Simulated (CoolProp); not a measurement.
Propylene at 293.15 K and 10.7 MPa flows at 0.12 m/s in a round tube of 50 mm bore and 1.5 µm roughness, fully developed (64/Re and Nu = 3.66 if laminar; Colebrook and Gnielinski if turbulent). Each further row changes one setting.

Model: reference Helmholtz-energy equation of state, Lemmon 2013, in CoolProp.

| case | Reynolds number | Darcy friction factor | pressure drop (Pa/m) | heat-transfer coefficient (W/(m² K)) | mass flow (kg/h) |
|---|---|---|---|---|---|
| as stated | 28200 | 0.0239 | 1.86 | 301 | 457 |
| velocity 0.24 m/s | 56400 | 0.0205 | 6.35 | 538 | 914 |
| diameter 100 mm | 56400 | 0.0204 | 0.792 | 268 | 1830 |

Viscosity comes from a separate model (Huber 2003), an estimate that may be off by 10 % or more. Thermal conductivity comes from a separate model (Huber 2003), an estimate that may be off by 10 % or more.
